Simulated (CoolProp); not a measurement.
Aqueous lithium chloride as a coolant, at -9 °C, 1 atm.

Computed with CoolProp (Melinder's fits for secondary coolants).

```
mass %  freezing point (°C)  cp (kJ/(kg K))  viscosity (mPa s)  conductivity (W/(m K))  Prandtl number
------  -------------------  --------------  -----------------  ----------------------  --------------
9.2                   -10.9           3.664                [?]                   0.530            22.1
11.8                  -15.6           3.511               3.52                   0.526            23.5
14.4                  -22.1           3.364               3.87                   0.522            25.0
17                    -30.9           3.224               4.29                   0.517            26.7
19.6                  -42.0             [?]               4.77                   0.513             [?]
```

Problem. Some entries are withheld; supply them.

Solution. 
- 9.2, viscosity (mPa s): 3.20
- 19.6, cp (kJ/(kg K)): 3.101
- 19.6, Prandtl number: 28.8
